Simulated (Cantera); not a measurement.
A Cantera script and its output.

```python
import numpy as np
import cantera as ct

surf = ct.Interface("diamond.yaml", "diamond_100")
gas, bulk = surf.adjacent["gas"], surf.adjacent["diamond"]
k = surf.kinetics_species_index(bulk.species_names[0])
cover = ["c6HH", "c6H*", "c6*H", "c6**", "c6HM", "c6B"]

rows, drift = [], 0.0
print(f"{'P':>10s}{'um/h':>11s}" + "".join(f"{s:>11s}" for s in cover))
for v in [390, 670, 1200, 2000, 3500, 6000, 10000, 18000]:
    T, P, xH, xCH3 = 1050, v, 0.00021, 0.0018
    gas.TPX = T, P, {"H": xH, "CH3": xCH3, "CH4": 0.01, "H2": 1 - xH - xCH3 - 0.01}
    surf.TP = bulk.TP = T, P
    surf.coverages = "c6H*:0.1, c6HH:0.9"
    surf.advance_coverages(100.0)
    before = surf.coverages
    surf.advance_coverages(100.0)
    drift = max(drift, np.max(np.abs(surf.coverages - before) / (surf.coverages + 1e-9)))
    rate = surf.net_production_rates[k] * bulk.mean_molecular_weight / bulk.density * 3.6e9
    rows.append([rate, *surf[cover].coverages])
    print(f"{v:10.4g}{rate:11.4e}" + "".join(f"{x:11.3e}" for x in rows[-1][1:]))
```

Result:

```
         P       um/h       c6HH       c6H*       c6*H       c6**       c6HM        c6B
       390 1.0565e-01  5.285e-01  1.944e-02  3.480e-01  3.189e-03  6.196e-02  2.867e-10
       670 2.5114e-01  4.990e-01  1.829e-02  3.275e-01  2.997e-03  9.836e-02  6.815e-10
      1200 6.4041e-01  4.540e-01  1.654e-02  2.961e-01  2.707e-03  1.540e-01  1.738e-09
      2000 1.4196e+00  4.040e-01  1.459e-02  2.613e-01  2.387e-03  2.158e-01  3.852e-09
      3500 3.2318e+00  3.434e-01  1.223e-02  2.190e-01  2.000e-03  2.906e-01  8.770e-09
      6000 6.7282e+00  2.873e-01  1.005e-02  1.799e-01  1.641e-03  3.600e-01  1.826e-08
     1e+04 1.2799e+01  2.423e-01  8.297e-03  1.485e-01  1.354e-03  4.156e-01  3.473e-08
   1.8e+04 2.5487e+01  2.037e-01  6.796e-03  1.216e-01  1.108e-03  4.633e-01  6.916e-08
```

Detailed kinetics in Cantera: the Harris–Goodwin 1993 mechanism for the reconstructed diamond (100) surface.
